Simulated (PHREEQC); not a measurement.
0.037 g of hydrous ferric oxide (600 m²/g; 0.2 weak and 0.005 strong sites per Fe, Dzombak-Morel constants, diffuse double layer) in 1 kg of water with 0.05 mol/kgw of an inert sodium salt and 0.00013 mol/kgw MgCl2, at 25 °C; the pH is set by adding NaOH or the inert anion's acid. Oxygen alone is held at its pressure in air (log pO2 = -0.68). No CO2 enters from the air. Precipitation was switched off in this run.

Base run: PHREEQC, ion-association model, wateq4f.dat. Each further column changes one thing. The table gives surface charge σ (C/m²).

| pH | base | background salt from 0.05 to 0.005 mol/kgw | oxide from 0.037 to 0.18 g/kgw | 1.5e-05 mol/kgw CuCl2 added |
|---|---|---|---|---|
| 4 | 0.294 | 0.186 | 0.294 | 0.294 |
| 4.5 | 0.239 | 0.134 | 0.239 | 0.239 |
| 5 | 0.181 | 0.092 | 0.181 | 0.183 |
| 5.5 | 0.130 | 0.061 | 0.130 | 0.136 |
| 6 | 0.089 | 0.039 | 0.089 | … |
| 6.5 | 0.058 | 0.023 | 0.058 | 0.074 |
| 7.5 | 0.017 | 0.006 | 0.017 | 0.029 |
| 8 | 0.006 | … | 0.006 | 0.015 |
| 8.5 | 0.002 | 0.001 | -0.001 | 0.007 |
| 9 | 0.000 | 0.001 | -0.008 | 0.004 |
| 9.5 | -0.001 | 0.001 | -0.018 | 0.001 |
| 10 | -0.001 | 0.001 | … | 0.000 |

Some entries are withheld; supply them.


- 6, 1.5e-05 mol/kgw CuCl2 added: 0.102
- 8, background salt from 0.05 to 0.005 mol/kgw: 0.003
- 10, oxide from 0.037 to 0.18 g/kgw: -0.033

 In at least one series the solution becomes supersaturated in solids that the run did not let form, among them Cu(OH)2. The database's constant for dissolved Cu(OH)2 is higher than later reviews accept.
